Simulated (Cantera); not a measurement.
Input: 1 mol PbO, 1.5 mol H2O, 0.11 mol N2, at 13.3 mbar.

Method: chemical equilibrium by Gibbs-energy minimisation in Cantera with the NASA 1993 tables (ideal gas, pure condensed phases). Candidate condensed phases: H2O, Pb, PbO, PbO2, Pb3O4; 27 gas species. Gases not in the tables: (PbO)n polymers. Rates play no part. All values below are at 1473 K.

Base state: H2O 0.557, PbO 0.309, Pb 0.0623, N2 0.0408, O2 0.0311, OH 0.000265, NO 9.36e-5, H2 3.58e-5 (mole fractions); condensed: gas only.

Task: What changes in the equilibrium state with this change: pressure from 13.3 mbar to 3.20 bar?

Result: 
| species | before | after |
|---|---|---|
| H2O | 0.557 | 0.929 |
| N2 | 0.0408 | 0.0681 |
| PbO | 0.309 | 0.00194 |
| Pb | 0.0623 | 0.000332 |
| O2 | 0.0311 | 0.000181 |
| OH | 0.000265 | 2.40e-5 |
| NO | 9.36e-5 | 9.23e-6 |
| H2 | 3.58e-5 | 5.06e-5 |
| PbO(l), mol | 0 | 0.996 |
